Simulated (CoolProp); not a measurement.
Values from CoolProp's reference Helmholtz-energy equation of state, Thol 2021.

Give the vapour pressure (MPa), liquid density (kg/m³), vapour density (kg/m³), enthalpy of vaporisation (kJ/kg) of saturated chlorine at -82.85 °C.


| T (°C) | p (MPa) | liquid density (kg/m³) | vapour density (kg/m³) | enthalpy of vaporisation (kJ/kg) |
|---|---|---|---|---|
| -82.85 | 0.00621 | 1700 | 0.279 | 313 |
